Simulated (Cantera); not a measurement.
Stirred combustor or abatement burner

A perfectly stirred reactor is fed with CH₄ : C₂H₆ : C₃H₈ : O₂ : N₂ : CO₂ = 1 : 1 : 0.14 : 11.9 : 44.8 : 2.8 (molar parts), equivalence ratio 0.52, at 10.0 bar; it is adiabatic with a 375 K inlet, and is followed from long to short residence time, starting on the burning branch (τ in s: 0.067, 0.037, 0.021, 0.012, 0.0065, 0.0036, 0.002, 0.0011, 0.00063, 0.00035, 0.0002, 0.00011, 6.1e-05).

Detailed kinetics in Cantera: GRI-Mech 3.0 (53 species, 325 reactions).

```csv
τ (s),T (K),x CH₄,x C₂H₆,x C₃H₈,x C₂H₂,x NO₂,x HCN,x H
0.067,1520,8.82e-6,2.06e-6,3.18e-7,2.88e-6,4.41e-8,7.85e-10,2.34e-7
0.037,1518,1.42e-5,3.38e-6,5.22e-7,3.92e-6,5.62e-8,1.11e-9,4.06e-7
0.021,1515,2.28e-5,5.51e-6,8.52e-7,5.14e-6,6.88e-8,1.51e-9,6.88e-7
0.012,1510,3.79e-5,9.22e-6,1.42e-6,6.55e-6,7.95e-8,1.94e-9,1.16e-6
0.0065,1499,7.13e-5,1.74e-5,2.65e-6,8.28e-6,8.32e-8,2.28e-9,2.01e-6
0.0036,1473,0.000157,3.79e-5,5.66e-6,1.02e-5,6.88e-8,2.02e-9,3.27e-6
0.0020,375,0.0162,0.0162,0.00227,<1e-12,<1e-12,<1e-12,<1e-12
0.0011,375,0.0162,0.0162,0.00227,<1e-12,<1e-12,<1e-12,<1e-12
0.00063,375,0.0162,0.0162,0.00227,<1e-12,<1e-12,<1e-12,<1e-12
0.00035,375,0.0162,0.0162,0.00227,<1e-12,<1e-12,<1e-12,<1e-12
0.00020,375,0.0162,0.0162,0.00227,<1e-12,<1e-12,<1e-12,<1e-12
0.00011,375,0.0162,0.0162,0.00227,<1e-12,<1e-12,<1e-12,<1e-12
6.1e-5,375,0.0162,0.0162,0.00227,<1e-12,<1e-12,<1e-12,<1e-12
```
x: mole fraction; the columns are a selection and need not sum to one.
